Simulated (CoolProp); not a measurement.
A single-stage vapour-compression cycle with the fluid: evaporating at 221.15 K (dew point), condensing at 241.15 K (bubble point), superheat 8 K, subcooling 5 K, compressor efficiency 0.65, no pressure losses. The same conditions are run with several fluids, on thermodynamics alone (safety and materials aside).

Computed with CoolProp (reference Helmholtz-energy equation of state of each fluid (R125: Lemmon 2005; R407C: Lemmon 2003; C3F8 (R218): Lemmon 2006; propane: Lemmon 2009; sulfur dioxide: Gao 2016; propylene: Lemmon 2013)). Blends and air are pseudo-pure fits.

| fluid | cooling COP | pressure ratio | discharge temperature (K) | refrigerating effect (kJ/kg) | volumetric capacity (kJ/m³) |
|---|---|---|---|---|---|
| R125 | 6.83 | 2.52 | 263.5 | 155 | 840 |
| R407C | 4.86 | 3.83 | 294.9 | 237 | 490 |
| C3F8 (R218) | 6.87 | 2.60 | 252.1 | 102 | 496 |
| propane | 6.83 | 2.42 | 272.0 | ___ | 628 |
| sulfur dioxide | ___ | 3.37 | 332.6 | 409 | 140 |
| propylene | ___ | 2.37 | 276.1 | 421 | 791 |

Fill in the missing entries.


- propane, refrigerating effect (kJ/kg): 413
- sulfur dioxide, cooling COP: 6.46
- propylene, cooling COP: 6.79
